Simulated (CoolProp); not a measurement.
Properties of benzene along the isotherm 620 K (Tc = 562.0 K, pc = 49.06 bar, ω = 0.211).

Model: reference Helmholtz-energy equation of state, Thol 2012, in CoolProp.

| p (bar) | phase | density (kg/m³) | cp (kJ/(kg K)) | cv (kJ/(kg K)) | viscosity (µPa s) | Prandtl number |
|---|---|---|---|---|---|---|
| 0.233 | gas | 0.3535 | 2.097 | 1.989 | 15.5 | 0.753 |
| 0.376 | gas | 0.5708 | 2.097 | 1.990 | 15.5 | 0.753 |
| 0.607 | gas | 0.9226 | 2.098 | 1.990 | 15.5 | 0.753 |
| 0.981 | gas | 1.494 | 2.099 | 1.990 | 15.5 | 0.754 |
| 1.59 | gas | 2.429 | 2.102 | 1.991 | 15.5 | 0.754 |
| 2.56 | gas | 3.930 | 2.105 | 1.992 | 15.5 | 0.755 |
| 4.14 | gas | 6.407 | 2.112 | 1.994 | 15.6 | 0.756 |
| 6.69 | gas | 10.49 | 2.123 | 1.997 | 15.6 | 0.758 |
| 10.8 | gas | 17.33 | 2.142 | 2.002 | 15.7 | 0.760 |
| 17.5 | gas | 29.20 | 2.179 | 2.012 | 15.7 | 0.765 |
| 28.2 | gas | 50.48 | 2.259 | 2.029 | 15.9 | 0.777 |
| 45.6 | gas | 94.24 | 2.489 | 2.064 | 17.0 | 0.843 |
| 73.6 | supercritical | 219.2 | 3.630 | 2.134 | 24.6 | 1.43 |

Viscosity comes from a separate model (Avgeri 2014). Thermal conductivity comes from a separate model (Assael 2012).
